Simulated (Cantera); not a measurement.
Cantera run:

```python
import numpy as np
import cantera as ct

gas_names = """
    CL CL2 H HCL H2 N NH NH2 NH3 N2 N2H2 N2H4 Si SiCL SiCL2 SiCL3 SiCL4 SiH SiHCL3 SiH2 SiH2CL2 SiH3
    SiH3CL SiH4 SiN Si2 Si2N Si3
""".split()
cond_names = """
    NH4CL(a) NH4CL(b) Si(cr) Si(L) Si3N4(a)
""".split()


def load(file, names, dense=False):
    # The tables refer to 1 bar. Condensed volumes are neglected.
    table = {s.name: s for s in ct.Species.list_from_file(file)}
    out = []
    for n in names:
        d = dict(table[n].input_data)
        d["thermo"] = dict(d["thermo"], **{"reference-pressure": 1e5})
        if dense:
            d["equation-of-state"] = {"model": "constant-volume", "density": "1e6 g/cm^3"}
        out.append(ct.Species.from_dict(d))
    return out


gas = ct.Solution(thermo="ideal-gas", species=load("nasa_gas.yaml", gas_names))
cond = {s.name: ct.Solution(thermo="fixed-stoichiometry", species=[s], name=s.name)
        for s in load("nasa_condensed.yaml", cond_names, dense=True)}
atoms = {
    'Si2Cl6': {'Si': 2, 'CL': 6},
    'HCl': {'H': 1, 'CL': 1},
    'N2': {'N': 2},
}
top_T = {'Si3N4(a)': 2400}  # K; cautious upper limits of use, not melting points


def equilibrate(T, P, feed):
    n = {}
    for name, mol in feed.items():
        for a, k in atoms[name].items():
            n[a] = n.get(a, 0.0) + k * mol
    gas.TPX = T, P, n
    mass = sum(n.values()) * gas.mean_molecular_weight
    gas.equilibrate("TP")
    valid = [c for c in cond.values() if c.min_temp <= T <= top_T.get(c.name, c.max_temp)]
    mix = ct.Mixture([(gas, mass / gas.mean_molecular_weight)] + [(c, 0.0) for c in valid])
    mix.T, mix.P = T, P
    mix.equilibrate("TP", solver="vcs", rtol=1e-11, max_steps=5000)
    return mix


results = []
feed = {'Si2Cl6': 1, 'HCl': 1.6, 'N2': 10}  # mol
P = 100000  # Pa
for T in [973, 1023, 1073, 1123, 1173, 1223, 1273, 1323, 1373, 1423]:
    mix = equilibrate(T, P, feed)
    results.append((T, P, feed, dict(zip(mix.species_names, mix.species_moles))))

top = {s: max(r[3][s] / sum(r[3][g] for g in gas_names) for r in results) for s in gas_names}
cols = sorted((s for s in top if top[s] > 0.0001), key=lambda s: -top[s])[:6]
seen = [c for c in cond_names if any(r[3].get(c, 0) > 1e-12 for r in results)]
print("log10 of partial pressures in bar; condensed amounts in mol")
print(f"{'T/K':>10s}" + "".join(f"{s[:9]:>10s}" for s in cols + seen))
for T, P, feed, n in results:
    ng = sum(n[g] for g in gas_names)
    print(f"{T:10.4g}" + "".join(f"{np.log10(max(n[s] / ng * P / 1e5, 1e-99)):10.3f}" for s in cols)
          + "".join(f"{n.get(c, 0):10.4g}" for c in seen))
```

Output:

```
log10 of partial pressures in bar; condensed amounts in mol
       T/K        N2     SiCL4       HCL        H2     SiCL3     SiCL2  Si3N4(a)
       973    -0.117    -0.901    -1.027    -1.802    -4.939    -7.520    0.1329
      1023    -0.117    -0.903    -1.019    -1.828    -4.504    -6.781    0.1347
      1073    -0.117    -0.904    -1.012    -1.852    -4.110    -6.112    0.1363
      1123    -0.117    -0.906    -1.006    -1.875    -3.752    -5.504    0.1375
      1173    -0.117    -0.908    -1.001    -1.896    -3.426    -4.949    0.1385
      1223    -0.118    -0.910    -0.997    -1.915    -3.127    -4.441     0.139
      1273    -0.118    -0.913    -0.993    -1.933    -2.852    -3.975     0.139
      1323    -0.118    -0.918    -0.990    -1.950    -2.600    -3.545    0.1381
      1373    -0.118    -0.925    -0.988    -1.964    -2.370    -3.149    0.1358
      1423    -0.119    -0.936    -0.987    -1.978    -2.158    -2.784    0.1313
```

Equilibrium computed with Cantera from the NASA thermochemical tables; the gas is ideal and each condensed phase is pure. The feed counts by its element totals alone. N2 is the only nitrogen source here; it is nearly inert below about 1500 K, so the nitride shown seldom forms there in practice. The tables' values for SiCl3 are old estimates; treat these amounts as uncertain.
